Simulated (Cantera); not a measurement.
Input: 1 mol K2SO4, 0.16 mol O2, a varied amount of C, held at 1675 K and 10.0 mbar.

Method: chemical equilibrium by Gibbs-energy minimisation in Cantera with the NASA 1993 tables (ideal gas, pure condensed phases). Candidate condensed phases: C, K, KO2, K2CO3, K2O, K2O2, K2S, K2SO4, S; 26 gas species. Rates play no part.

**Question.** At 0.6 mol C, list the 6 most abundant gas species with their mole fractions, and the condensed phases.

**Answer.** K 0.405, CO2 0.274, SO2 0.202, K2SO4 0.112, CO 0.00522, O2 0.000720. Condensed: K2SO4(l).
